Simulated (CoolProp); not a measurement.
CH2F2 (R32) along the isotherm 435 K: Z from the reference equation and from simpler models built on Tc = 351.3 K, pc = 57.83 bar, ω = 0.277; each cubic takes its own stable root.

Values from CoolProp's reference Helmholtz-energy equation of state, Tillner-Roth 1997.

| p (bar) | phase | reference | van der Waals | Redlich-Kwong | Peng-Robinson |
|---|---|---|---|---|---|
| 9.04 | gas | 0.9721 | 0.9723 | 0.9715 | 0.9711 |
| 18.1 | gas | 0.9437 | 0.9434 | 0.9425 | 0.9422 |
| 27.1 | gas | 0.9151 | 0.9135 | 0.9132 | 0.9137 |
| 36.1 | gas | 0.8863 | 0.8823 | 0.8833 | 0.8855 |
| 45.2 | gas | 0.8569 | 0.8492 | 0.8528 | 0.8574 |
| 54.2 | gas | 0.8276 | 0.8150 | 0.8222 | 0.8301 |
| 63.2 | supercritical | 0.7983 | 0.7791 | 0.7916 | 0.8037 |
| 72.3 | supercritical | 0.7688 | 0.7412 | 0.7607 | 0.7780 |
| 81.3 | supercritical | 0.7400 | 0.7027 | 0.7308 | 0.7540 |
| 90.4 | supercritical | 0.7115 | 0.6641 | 0.7020 | 0.7314 |
| 99.4 | supercritical | 0.6845 | 0.6293 | 0.6756 | 0.7111 |
| 108 | supercritical | 0.6601 | 0.6027 | 0.6533 | 0.6940 |
| 117 | supercritical | 0.6366 | 0.5849 | 0.6340 | 0.6787 |
| 126 | supercritical | 0.6157 | 0.5772 | 0.6194 | 0.6662 |
| 136 | supercritical | 0.5960 | 0.5777 | 0.6086 | 0.6557 |
| 145 | supercritical | 0.5819 | 0.5838 | 0.6035 | 0.6491 |
